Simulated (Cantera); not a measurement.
Feed: 1 mol SiH2Cl2, 9.7 mol N2, equilibrated at 1202 °C and 0.000350 bar.

These are equilibrium values from Cantera (NASA tables, ideal gas, pure condensed phases), not measurements of a reactor. Candidate condensed phases: NH4Cl, Si, Si3N4; 28 gas species. N2 is the only nitrogen source here; it is nearly inert below about 1500 K, so the nitride shown seldom forms there in practice. The tables' values for SiCl3, SiCl are old estimates; treat these amounts as uncertain. Equilibrium is a limit: real reactors are often held back by kinetics, nucleation or transport.

Base state: N2 0.826, HCl 0.0655, H2 0.0545, SiCl2 0.0532, SiCl3 0.000820, H 0.000162, Cl 0.000158, SiCl4 4.29e-5 (mole fractions); condensed: Si3N4(s).

What changes in the equilibrium state with this change: temperature from 1202 °C to 1675 °C?


```
species          before    after
-------------  --------  -------
N2                0.826    0.795
H2               0.0545   0.0504
SiCl2            0.0532   0.0501
Si              3.53e-6   0.0270
HCl              0.0655   0.0494
H              0.000162   0.0136
Si2               <1e-9  9.99e-5
Si2N            2.68e-8  7.46e-5
SiH             5.49e-8  8.71e-5
Si3N4(s), mol     0.127        0
```
The tables' values for SiCl, SiN, SiCl3 are old estimates; treat these amounts as uncertain.
